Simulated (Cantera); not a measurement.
# Hg + H2 + N2 (iron carbonyl, mercury and lead vapours)

Charge: 1 mol Hg, 0.052 mol H2, 1.7 mol N2, held at 725 K and 5.70 bar.

Cantera equilibrium calculation (NASA polynomials, part measured and part estimated; ideal gas, pure solids and liquids). Candidate condensed phases: Hg; 10 gas species. The numbers say what is thermodynamically allowed, not how fast it happens.

* **x(N2)**: 0.618
* **x(Hg)**: 0.363
* **x(H2)**: 0.0188
* **x(NH3)**: 7.90e-5
* **gas amount**: 2.752 mol
* **log10 activity of Hg(l) (absent)**: -0.33
